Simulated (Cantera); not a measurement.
What does this Cantera script print?

```python
import numpy as np
import cantera as ct

gas = ct.Solution("gri30.yaml")
gas.TPX = 2000, 13332, {'CH4': 1, 'H2': 63}
inlet = ct.Reservoir(gas, clone=True)

reactor = ct.IdealGasConstPressureReactor(gas, energy="off", clone=False)
exhaust = ct.Reservoir(gas, clone=True)
tau = [0.36, 0.22, 0.13, 0.082, 0.05, 0.031, 0.019, 0.012, 0.0071][0]
for a, b in ((inlet, reactor), (reactor, exhaust)):
    ct.MassFlowController(a, b, mdot=lambda t: reactor.mass / tau)
net = ct.ReactorNet([reactor])
show = ['CH4', 'H2', 'CH2', 'CH3', 'C2H6', 'C2H', 'C2H4']

rows = []
print(f"{'tau/s':>10s}{'T/K':>9s}" + "".join(f"{s:>11s}" for s in show))
for tau in [0.36, 0.22, 0.13, 0.082, 0.05, 0.031, 0.019, 0.012, 0.0071]:
    net.initial_time = 0.0
    net.advance(30 * tau)
    before = gas.X
    net.advance(40 * tau)
    drift = np.max(np.abs(gas.X - before) / (gas.X + 1e-9))
    rows.append([gas.T, *gas[show].X, drift])
    print(f"{tau:10.3e}{gas.T:9.1f}" + "".join(f"{x:11.3e}" for x in gas[show].X))
```

Output:

```
     tau/s      T/K        CH4         H2        CH2        CH3       C2H6        C2H       C2H4
 3.600e-01   2000.0  1.961e-03  9.869e-01  9.307e-07  1.687e-04  3.967e-08  5.405e-07  6.789e-06
 2.200e-01   2000.0  2.480e-03  9.867e-01  1.147e-06  2.113e-04  6.263e-08  5.129e-07  7.086e-06
 1.300e-01   2000.0  3.176e-03  9.864e-01  1.419e-06  2.671e-04  1.010e-07  4.767e-07  7.658e-06
 8.200e-02   2000.0  3.925e-03  9.860e-01  1.690e-06  3.254e-04  1.515e-07  4.387e-07  8.483e-06
 5.000e-02   2000.0  4.892e-03  9.856e-01  2.008e-06  3.981e-04  2.298e-07  3.909e-07  9.849e-06
 3.100e-02   2000.0  5.993e-03  9.851e-01  2.325e-06  4.768e-04  3.354e-07  3.381e-07  1.178e-05
 1.900e-02   2000.0  7.282e-03  9.845e-01  2.634e-06  5.627e-04  4.772e-07  2.786e-07  1.446e-05
 1.200e-02   2000.0  8.605e-03  9.839e-01  2.873e-06  6.422e-04  6.375e-07  2.199e-07  1.757e-05
 7.100e-03   2000.0  1.018e-02  9.833e-01  3.023e-06  7.201e-04  8.322e-07  1.538e-07  2.142e-05
```

Cantera simulation using GRI-Mech 3.0 (53 species, 325 reactions); the numbers are that mechanism's predictions, not measurements. GRI-Mech 3.0 stops at C3 and has no aromatics, soot or wall deposition, so with more carbon than oxygen in the feed, carbon stays in small species such as C2H2 where larger ones or solid carbon would form.
